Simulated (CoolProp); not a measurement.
A single-stage vapour-compression cycle with R22: evaporating at 209.15 K (dew point), condensing at 270.15 K (bubble point), superheat 5 K, subcooling 2 K, compressor efficiency 0.75, no pressure losses. Each further row changes one setting.

Computed with CoolProp (reference Helmholtz-energy equation of state, Kamei 1995).

```json
[
 {"case": "as stated", "cooling COP": "2.02", "pressure ratio": "15.2", "discharge temperature (K)": "363.0", "refrigerating effect (kJ/kg)": "185", "volumetric capacity (kJ/m³)": "271"},
 {"case": "evaporating temperature 214.15 K", "cooling COP": "2.30", "pressure ratio": "[?]", "discharge temperature (K)": "352.5", "refrigerating effect (kJ/kg)": "[?]", "volumetric capacity (kJ/m³)": "[?]"},
 {"case": "condensing temperature 265.15 K", "cooling COP": "2.25", "pressure ratio": "12.8", "discharge temperature (K)": "[?]", "refrigerating effect (kJ/kg)": "191", "volumetric capacity (kJ/m³)": "279"},
 {"case": "subcooling 7 K", "cooling COP": "[?]", "pressure ratio": "15.2", "discharge temperature (K)": "363.0", "refrigerating effect (kJ/kg)": "191", "volumetric capacity (kJ/m³)": "279"},
 {"case": "superheat 15 K", "cooling COP": "1.99", "pressure ratio": "15.2", "discharge temperature (K)": "[?]", "refrigerating effect (kJ/kg)": "191", "volumetric capacity (kJ/m³)": "[?]"},
 {"case": "compressor efficiency 0.65", "cooling COP": "1.75", "pressure ratio": "15.2", "discharge temperature (K)": "[?]", "refrigerating effect (kJ/kg)": "185", "volumetric capacity (kJ/m³)": "271"}
]
```

Complete the blanks.


- evaporating temperature 214.15 K, pressure ratio: 11.4
- evaporating temperature 214.15 K, refrigerating effect (kJ/kg): 188
- evaporating temperature 214.15 K, volumetric capacity (kJ/m³): 360
- condensing temperature 265.15 K, discharge temperature (K): 353.0
- subcooling 7 K, cooling COP: 2.08
- superheat 15 K, discharge temperature (K): 376.0
- superheat 15 K, volumetric capacity (kJ/m³): 266
- compressor efficiency 0.65, discharge temperature (K): 381.7
